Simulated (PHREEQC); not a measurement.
Consider water at 25 °C with 0.0022 mol/kgw (CH3)4NF and 0.0001 mol/kgw Li2CO3. Closed to the air; pH follows from the charge balance.

All values are PHREEQC results (ion-association model, phreeqc.dat), not measurements.

Q: The ionic strength comes out as 0.00243 mol/kgw. What activity coefficients do CO3-2, HCO3-, F-, OH-, Li+ get?

A: CO3-2 0.81, HCO3- 0.95, F- 0.95, OH- 0.95, Li+ 0.95.

This is a speciation only: nothing precipitates in the calculation. (CH3)4N+ isn't in the database: it is added as a free cation with an ion size of 4 Å.
